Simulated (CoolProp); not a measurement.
Vapour-liquid equilibrium of n-hexane (1) + benzene (2) at 110.25 °C; x and y are mole fractions of (1).

Computed with CoolProp (multi-fluid Helmholtz-energy mixture model, Thol 2019 and Thol 2012; pair parameters Bell 2016).

Q: Give the bubble pressure and the first vapour's composition at x = 0.275, 0.35, 0.65. Is there an azeotrope?

A: x = 0.275: 0.2843 MPa, y = 0.368; x = 0.35: 0.2925 MPa, y = 0.436; x = 0.65: 0.3130 MPa, y = 0.682. y crosses x between x = 0.875 and 0.95: the model has an azeotrope there.

The pair parameters rest on a limited set of measurements; away from them the model extrapolates.
